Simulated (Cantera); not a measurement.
Feed: 1 mol C2H5OH, 2.7 mol NH3, 2.4 mol H2, equilibrated at 548.15 K and 1 atm.

Method: chemical equilibrium by Gibbs-energy minimisation in Cantera with the NASA 1993 tables (ideal gas, pure condensed phases). Candidate condensed phases: C, C6H6, C7H8, C8H18, H2O; 136 gas species. Kinetics and transport are ignored.

Base state: H2 0.491, CH4 0.231, N2 0.148, H2O 0.115, NH3 0.0147 (mole fractions); condensed: gas only.

Task: What changes in the equilibrium state with this change: temperature from 548.15 K to 2450 K?

Result: 
```csv
species,before,after
H2,0.491,0.768
N2,0.148,0.104
CO,1.86e-9,0.0840
CH4,0.231,9.75e-5
H2O,0.115,1.80e-6
HCN,<1e-9,0.0176
H,<1e-9,0.0175
NH3,0.0147,2.41e-6
C2H2 (acetylene),<1e-9,0.00670
HNC,<1e-9,0.00194
CH3,<1e-9,4.04e-5
C4H2,<1e-9,2.41e-5
"C(graphite), mol",0,0.604
```
